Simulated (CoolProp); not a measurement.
Properties of C3F8 (R218) at several states.

Values from CoolProp's reference Helmholtz-energy equation of state, Lemmon 2006. It is a short technical equation, of lower accuracy than the large ones.

```csv
T (°C),p (MPa),phase,cp (kJ/(kg K)),speed of sound (m/s)
32.45,1.5,liquid,[?],[?]
145.75,1.88,gas,[?],[?]
-14.65,0.226,gas,[?],[?]
```

Complete the blanks.


- 32.45, cp (kJ/(kg K)): 1.204
- 32.45, speed of sound (m/s): 265.4
- 145.75, cp (kJ/(kg K)): 1.008
- 145.75, speed of sound (m/s): 124.5
- -14.65, cp (kJ/(kg K)): 0.7816
- -14.65, speed of sound (m/s): 101.9
